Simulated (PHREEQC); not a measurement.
Dissolve 0.011 mol H2SO4, 0.032 mol CuSO4 and 0.00022 mol Fe2(SO4)3 per kg of water at 10 °C. Closed to the air; pH follows from the charge balance.

The numbers come from PHREEQC with the ion-association model, wateq4f.dat.

Precipitation was switched off in this run.

Q: Predict the pH, ionic strength.

A: pH 1.96; ionic strength 0.0946 mol/kgw.

Q: In which forms is Fe present?

A: FeSO4+ 76 %, Fe(SO4)2- 13 %, Fe+3 4.8 %, FeHSO4+2 4.8 %, FeOH+2 0.5 % of the Fe.

Examples of supersaturated solids here: Hematite (slow to form), Goethite (slow to form). Others may be too. Species that the database lacks are ignored. Away from 25 °C the constants follow the database's enthalpies or fits; those with neither stay at their 25 °C values.
